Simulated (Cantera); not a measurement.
What does this Cantera script print?

```python
import numpy as np
import cantera as ct

gas_names = """
    H HO2 H2 H2O H2O2 Nb NbO NbO2 O OH O2 O3
""".split()
cond_names = """
    H2O(s) H2O(L) Nb(cr) Nb(L) NbO(s) NbO(L) NbO2(I) NbO2(II) NbO2(III) NbO2(L) Nb2O5(s) Nb2O5(L)
""".split()


# ... load() reads the species with a 1 bar reference pressure and builds the phases ...
atoms = {
    'Nb2O5': {'Nb': 2, 'O': 5},
    'H2': {'H': 2},
}
top_T = {}  # K; cautious upper limits of use, not melting points


# ... equilibrate(T, P, feed) seeds the gas with the atoms and calls Mixture.equilibrate('TP', solver="vcs", rtol=1e-11, max_steps=5000) ...
results = []
feed = {'Nb2O5': 1, 'H2': 240}  # mol
T = 1575  # K
P = 4700  # Pa
mix = equilibrate(T, P, feed)
results.append((T, P, feed, dict(zip(mix.species_names, mix.species_moles))))
x = sorted(zip(gas.X, gas.species_names), reverse=True)
print(f"T = {T:g} K  P = {P:g} Pa  gas = {mix.phase_moles(0):.4g} mol")
print("   x: " + "  ".join(f"{s} {v:.3e}" for v, s in x if v > 0.001))
print("   condensed (mol): " + ("  ".join(f"{mix.phase(i).name} {mix.phase_moles(i):.4g}"
      for i in range(1, mix.n_phases) if mix.phase_moles(i) > 1e-12) or "none"))
```

It prints:

```
T = 1575 K  P = 4700 Pa  gas = 240 mol
   x: H2 9.956e-01  H2O 4.166e-03
   condensed (mol): NbO2(III) 2
```

Equilibrium computed with Cantera from the NASA thermochemical tables; the gas is ideal and each condensed phase is pure. Condensed phases not in the tables: the oxides between NbO2 and Nb2O5.
